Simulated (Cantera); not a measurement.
A closed system holds: 1 mol Si, 0.12 mol H2O, 30 mol H2, equilibrated at 1427 °C and 0.0320 bar.

Equilibrium computed with Cantera from the NASA thermochemical tables; the gas is ideal and each condensed phase is pure. Candidate condensed phases: H2O, Si, SiO2; 18 gas species. Gases not in the tables: Si2H6 and higher silanes. The numbers say what is thermodynamically allowed, not how fast it happens.

Base state: H2 0.995, SiO 0.00397, H 0.000822, Si 2.12e-5, SiH2 1.41e-5 (mole fractions); condensed: Si(l).

### Question
What changes in the equilibrium state with this change: temperature from 1427 °C to 975 °C?

### Answer
```
species                before    after
-------------------  --------  -------
H2                      0.995    1.000
SiO                   0.00397  6.32e-5
H                    0.000822  2.61e-6
Si                    2.12e-5    <1e-9
SiH2                  1.41e-5  3.02e-8
Si(l), mol              0.879        0
Si(s), mol                  0    0.939
SiO2(β-quartz), mol         0   0.0590
```
Mutual solubility and eutectic melting of coexisting phases are not modelled. The tables hold silica as quartz up to 1696 K and as liquid above; real silica turns to tridymite and cristobalite and melts near 1996 K.
